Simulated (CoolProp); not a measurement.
Properties of carbonyl sulfide along the isobar 2.04 MPa (Tc = 105.6 °C, pc = 6.369 MPa, ω = 0.098).

Computed with CoolProp (reference Helmholtz-energy equation of state, Lemmon 2006). It is a short technical equation, of lower accuracy than the large ones.

```csv
T (°C),phase,Z,cv (kJ/(kg K)),Joule-Thomson coefficient (K/MPa)
7.95,liquid,0.05035,0.7038,-0.2102
16.55,liquid,0.04998,0.7054,-0.1491
25.15,liquid,0.04976,0.7074,-0.07396
33.65,liquid,0.04970,0.7100,0.01928
42.25,liquid,0.04985,0.7136,0.1415
50.85,gas,0.7881,0.6560,19.28
59.35,gas,0.8096,0.6472,17.71
67.95,gas,0.8278,0.6426,16.36
76.55,gas,0.8434,0.6405,15.20
85.15,gas,0.8568,0.6401,14.19
93.65,gas,0.8685,0.6407,13.30
102.25,gas,0.8790,0.6421,12.50
110.85,gas,0.8883,0.6440,11.78
119.35,gas,0.8965,0.6462,11.14
127.95,gas,0.9041,0.6488,10.55
136.55,gas,0.9109,0.6515,10.01
```
